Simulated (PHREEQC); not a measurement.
Consider water at 45 °C with 37 mmol/kgw HCl and 0.2 mmol/kgw Na2SO4. It is in equilibrium with CO2 at log p = 0 (atm). Otherwise closed; pH follows from the charge balance.

Model: ion-association model, phreeqc.dat, run in PHREEQC.

Precipitation was switched off in this run.

### Question
Predict the pH, specific conductance.

### Answer
pH 1.50; specific conductance 20700 µS/cm.

### Question
In which forms is S present?

### Answer
HSO4- 74 %, SO4-2 26 % of the S.

Complexes and solids missing from the database can't appear. At this temperature some constants are extrapolated from 25 °C, and those without enthalpy data are left unchanged.
